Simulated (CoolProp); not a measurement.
A single-stage vapour-compression cycle with trans-2-butene: evaporating at 289.15 K (dew point), condensing at 338.15 K (bubble point), superheat 8 K, subcooling 2 K, compressor efficiency 0.7, no pressure losses. Each further row changes one setting.

Computed with CoolProp (reference Helmholtz-energy equation of state, Lemmon 2005). It is a short technical equation, of lower accuracy than the large ones.

| case | cooling COP | pressure ratio | discharge temperature (K) | refrigerating effect (kJ/kg) | volumetric capacity (kJ/m³) |
|---|---|---|---|---|---|
| as stated | 3.39 | 4.04 | 356.8 | 290 | 1220 |
| evaporating temperature 294.15 K | 3.92 | 3.42 | 355.2 | 297 | 1450 |
| condensing temperature 333.15 K | 3.88 | 3.57 | 351.4 | 303 | 1270 |
| subcooling 7 K | 3.54 | 4.04 | 356.8 | 303 | 1270 |
| superheat 18 K | 3.44 | 4.04 | 367.0 | 307 | 1240 |
| compressor efficiency 0.6 | 2.90 | 4.04 | 364.0 | 290 | 1220 |
